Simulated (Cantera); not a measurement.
# Thermodynamics of silicon carbide growth, feed CH₃SiH₃ + CH₄ + H₂ + C₂H₄

Charge: 1 mol CH₃SiH₃, 0.24 mol CH₄, 640 mol H₂, 0.12 mol C₂H₄, equilibrated at 12.8 Torr.

Method: chemical equilibrium by Gibbs-energy minimisation in Cantera with the NASA 1993 tables (ideal gas, pure condensed phases). Candidate condensed phases: C, C₆H₆, C₇H₈, C₈H₁₈, Si, SiC; 87 gas species. The feed counts by its element totals alone. Gases not in the tables: Si₂H₆ and higher silanes. The numbers say what is thermodynamically allowed, not how fast it happens.

| T (K) | log p H₂ | log p H | log p Si | log p C₂H₂ (acetylene) | log p SiH | log p CH₄ | log p SiC₂ | log p Si₂C | n C(graphite) | n SiC(s) |
|---|---|---|---|---|---|---|---|---|---|---|
| 1423 | -1.77 | -6.06 | -11.09 | -7.23 | -11.32 | -5.96 | <-13 | <-13 | 0.434 | 1.000 |
| 1523 | -1.77 | -5.52 | -9.84 | -6.70 | -10.26 | -6.18 | -12.52 | -12.58 | 0.439 | 1.000 |
| 1623 | -1.77 | -5.05 | -8.75 | -6.23 | -9.33 | -6.37 | -11.09 | -11.18 | 0.419 | 1.000 |
| 1723 | -1.77 | -4.62 | -7.79 | -5.81 | -8.51 | -6.54 | -9.83 | -9.95 | 0.353 | 0.999 |
| 1823 | -1.77 | -4.25 | -6.93 | -5.45 | -7.78 | -6.69 | -8.71 | -8.85 | 0.206 | 0.994 |
| 1923 | -1.77 | -3.91 | -6.13 | -5.18 | -7.10 | -6.85 | -7.73 | -7.84 | 0 | 0.965 |
| 2023 | -1.78 | -3.61 | -5.35 | -5.06 | -6.43 | -7.07 | -6.92 | -6.87 | 0 | 0.795 |
| 2123 | -1.78 | -3.34 | -4.73 | -4.79 | -5.91 | -7.18 | -6.11 | -6.08 | 0 | 0.130 |
| 2223 | -1.79 | -3.09 | -4.65 | -4.75 | -5.92 | -7.40 | -6.05 | -6.42 | 0 | 0 |
log p: log10 of the partial pressure in bar; n: condensed amount in mol.

From 1423 K to 1823 K the condensed part is C(graphite) + SiC(s). From 1923 K to 2123 K the condensed part is SiC(s). At 2223 K nothing is condensed.
